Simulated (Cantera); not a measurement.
Thermodynamics of roasting and sulfation, feed FeS2 + H2S + O2

Input: 1 mol FeS2, 0.087 mol H2S, 0.044 mol O2, at 1473 K.

These are equilibrium values from Cantera (NASA tables, ideal gas, pure condensed phases), not measurements of a reactor. Candidate condensed phases: Fe, FeO, Fe(OH)2, Fe(OH)3, FeS, FeSO4, FeS2, Fe2O3, Fe2(SO4)3, Fe3O4, H2O, H2SO4, S; 22 gas species. FeS: taken at fixed stoichiometry. The numbers say what is thermodynamically allowed, not how fast it happens.

From 1000 Pa to 2000000 Pa the condensed part is FeS(l). The main Fe-bearing gas is Fe at 1000 Pa and Fe(OH)2 at 2000000 Pa.

| P (Pa) | x S2 | x H2S | x H2O | x H2 | x SO2 | x S2O | n FeS(l) |
|---|---|---|---|---|---|---|---|
| 1000 | 0.823 | 0.0183 | 0.0686 | 0.0485 | 0.0317 | 0.00245 | 1.00 |
| 2600 | 0.824 | 0.0245 | 0.0713 | 0.0403 | 0.0308 | 0.00306 | 1.00 |
| 6700 | 0.824 | 0.0317 | 0.0725 | 0.0325 | 0.0304 | 0.00386 | 1.00 |
| 17000 | 0.823 | 0.0397 | 0.0721 | 0.0256 | 0.0306 | 0.00488 | 1.00 |
| 45000 | 0.821 | 0.0486 | 0.0703 | 0.0193 | 0.0313 | 0.00628 | 1.00 |
| 120000 | 0.818 | 0.0579 | 0.0669 | 0.0141 | 0.0325 | 0.00816 | 1.00 |
| 300000 | 0.814 | 0.0666 | 0.0627 | 0.0103 | 0.0339 | 0.0104 | 1.00 |
| 770000 | 0.809 | 0.0754 | 0.0575 | 0.00728 | 0.0353 | 0.0134 | 1.00 |
| 2000000 | 0.804 | 0.0840 | 0.0517 | 0.00505 | 0.0366 | 0.0173 | 1.00 |
x: gas mole fraction; n: condensed amount in mol.
